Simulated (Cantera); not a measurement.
Charge: 1 mol FeS, 0.55 mol H₂S, 0.64 mol N₂, 0.22 mol SO₃, held at 1200 K and 1.00 bar.

Equilibrium computed with Cantera from the NASA thermochemical tables; the gas is ideal and each condensed phase is pure. Candidate condensed phases: Fe, FeO, Fe(OH)₂, Fe(OH)₃, FeS, FeSO₄, FeS₂, Fe₂O₃, Fe₂(SO₄)₃, Fe₃O₄, H₂O, H₂SO₄, S; 38 gas species. FeS: taken at fixed stoichiometry. Gases not in the tables: S₃ to S₇. Kinetics and transport are ignored.

Base state: N₂ 0.406, H₂O 0.272, S₂ 0.170, SO₂ 0.0716, H₂S 0.0696, H₂ 0.00758, S₂O 0.00382, SH 0.000131 (mole fractions); condensed: FeS(s).

### Question
What changes in the equilibrium state with this change: pressure from 1.00 bar to 0.0170 bar?

### Answer
```
species        before     after
-----------  --------  --------
N₂              0.406     0.400
H₂O             0.272     0.288
S₂              0.170     0.192
H₂S            0.0696    0.0315
H₂            0.00758    0.0247
SO₂            0.0716    0.0617
S₂O           0.00382   0.00141
SO           0.000129  0.000343
SH           0.000131  0.000252
FeS(s), mol      1.00      1.00
```
